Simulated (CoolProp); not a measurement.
Values from CoolProp's reference Helmholtz-energy equation of state, Lemmon and Jacobsen 2000.

Problem. Give the vapour pressure (bar), liquid cp (kJ/(kg K)), surface tension (mN/m), liquid viscosity (µPa s) of saturated R143a at -37.65, -2.95, 17.95 °C.

Solution. 
```json
[
 {"T (°C)": "-37.65", "p (bar)": "1.56", "liquid cp (kJ/(kg K))": "1.35", "surface tension (mN/m)": "12.9", "liquid viscosity (µPa s)": "199"},
 {"T (°C)": "-2.95", "p (bar)": "5.65", "liquid cp (kJ/(kg K))": "1.48", "surface tension (mN/m)": "8.03", "liquid viscosity (µPa s)": "146"},
 {"T (°C)": "17.95", "p (bar)": "10.5", "liquid cp (kJ/(kg K))": "1.61", "surface tension (mN/m)": "5.36", "liquid viscosity (µPa s)": "120"}
]
```

Viscosity comes from a separate model (Klein 1997), an estimate that may be off by 10 % or more. Surface tension comes from a separate correlation (Mulero 2014).
